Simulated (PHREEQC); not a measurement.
Solution A (0.00018 mol/kgw CaSO4 and 0.00044 mol/kgw NaF) is mixed with solution B (190 mmol/kgw HF, 0.26 mmol/kgw NaF and 0.083 mmol/kgw (NH4)2SiF6) at 25 °C; shares are by mass of water, 1 kg in all. O2 is buffered at 0.21 atm. No CO2 enters from the air. The run lets Gypsum, Fluorite, Portlandite, SiO2(a), Mirabilite precipitate or redissolve, and no other solid.

All values are PHREEQC results (ion-association model, wateq4f.dat), not measurements.

```tsv
share of solution B	pH	Fluorite (mol)	Ca in solution (mol/kgw)	SO4-2 (mol/kgw)	Ca+2 (mol/kgw)
0	7.10	4.71e-6	0.000175	0.000175	0.000170
0.1	2.50	0.000158	3.61e-6	0.000129	3.48e-6
0.25	2.29	0.000133	1.72e-6	___	1.65e-6
0.4	2.19	0.000107	1.25e-6	7.28e-5	___
0.5	2.14	8.89e-5	1.10e-6	___	1.05e-6
0.6	2.10	7.10e-5	9.89e-7	4.56e-5	9.46e-7
0.75	2.05	4.41e-5	8.81e-7	2.75e-5	___
0.9	2.01	1.72e-5	8.09e-7	1.06e-5	7.73e-7
1	1.99	0	0	0	0
```

**Question.** Some entries are withheld; supply them.

**Answer.** 
- 0.25, SO4-2 (mol/kgw): 9.71e-5
- 0.4, Ca+2 (mol/kgw): 1.20e-6
- 0.5, SO4-2 (mol/kgw): 5.86e-5
- 0.75, Ca+2 (mol/kgw): 8.43e-7

wateq4f.dat counts part of the HF as a dimer, H2F2, which phreeqc.dat doesn't know; its constant is uncertain. SiF6-2 is the database's only silicon fluoride.
